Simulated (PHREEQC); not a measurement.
# Polishing slurry liquid (model solution)

Solution (25 °C): 0.0043 mol/kgw HNO3, 2.8e-07 mol/kgw H4SiO4 and 0.00025 mol/kgw CO2. Closed to the air; pH follows from the charge balance.

The numbers come from PHREEQC with the ion-association model, phreeqc.dat.

Each row changes one thing in this solution. Precipitation was switched off in this run.

| case | pH | HCO3- (mol/kgw) | (CO2)2 (mol/kgw) |
|---|---|---|---|
| as made | 2.40 | 2.96e-8 | 1.15e-9 |
| H4SiO4 left out | 2.40 | 2.96e-8 | 1.15e-9 |
| CO2 from 0.00025 to 0.000125 mol/kgw | 2.40 | 1.48e-8 | 2.87e-10 |
| temperature from 25 to 10 °C | 2.39 | (withheld) | 6.69e-10 |
| HNO3 from 0.0043 to 0.00043 mol/kgw | 3.38 | (withheld) | 1.15e-9 |

Problem. Fill in the missing entries.

Solution. 
- temperature from 25 to 10 °C, HCO3- (mol/kgw): 2.28e-8
- HNO3 from 0.0043 to 0.00043 mol/kgw, HCO3- (mol/kgw): 2.70e-7

Species that the database lacks are ignored. At this temperature some constants are extrapolated from 25 °C, and those without enthalpy data are left unchanged.
